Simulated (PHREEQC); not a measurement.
A column of 1 m (40 cells, dispersivity 0.035 m, 60 s a shift, diffusion coefficient 3e-10 m²/s) holds 0.022 eq of the database's cation exchanger X per kg of pore water, first in equilibrium with 0.00038 mol/kgw (NH4)2SO4 and 1e-05 mol/kgw HCl. It is flushed with 0.046 mol/kgw KCl, 0.0021 mol/kgw MgSO4 and 1e-05 mol/kgw HCl, at 40 °C. Values are for the last cell. The system is closed to CO2. Nothing may precipitate in this run.

The numbers come from PHREEQC with the ion-association model, phreeqc.dat.

```
pore volumes  K in solution (mol/kgw)  Mg in solution (mol/kgw)  Cl in solution (mol/kgw)
------------  -----------------------  ------------------------  ------------------------
0                                   0                         0                   1.00e-5
0.3125                              0                         0                   1.01e-5
0.6125                       1.68e-14                         0                   0.00182
0.9125                       0.000255                  1.40e-11                    0.0191
1.212                          0.0122                   2.76e-5                    0.0371
1.512                          0.0320                  0.000583                    0.0440
1.812                          0.0417                   0.00136                    0.0457
2.112                          0.0449                   0.00180                    0.0460
2.413                          0.0458                   0.00198                    0.0460
2.712                          0.0460                   0.00206                    0.0460
3.013                          0.0460                   0.00208                    0.0460
```

Away from 25 °C the constants follow the database's enthalpies or fits; those with neither stay at their 25 °C values.
